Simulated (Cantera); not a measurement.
Feed: 1 mol TiO2, 180 mol H2, equilibrated at 1050 K and 0.00220 bar.

Method: chemical equilibrium by Gibbs-energy minimisation in Cantera with the NASA 1993 tables (ideal gas, pure condensed phases). Candidate condensed phases: H2O, Ti, TiO, TiO2, Ti2O3, Ti3O5, Ti4O7; 12 gas species. Mutual solubility and eutectic melting of coexisting phases are not modelled. Condensed phases not in the tables: Magnéli phases beyond Ti4O7. Kinetics and transport are ignored.

Base state: H2 1.000, H2O 0.000158 (mole fractions); condensed: TiO2(rutile) + Ti4O7(s).

What changes in the equilibrium state with this change: temperature from 1050 K to 1723.15 K?


```tsv
species	before	after
H2	1.000	0.994
H	1.73e-7	0.00388
H2O	0.000158	0.00185
TiO2(rutile), mol	0.886	0
Ti4O7(s), mol	0.0284	0
Ti3O5(s), mol	0	0.333
```
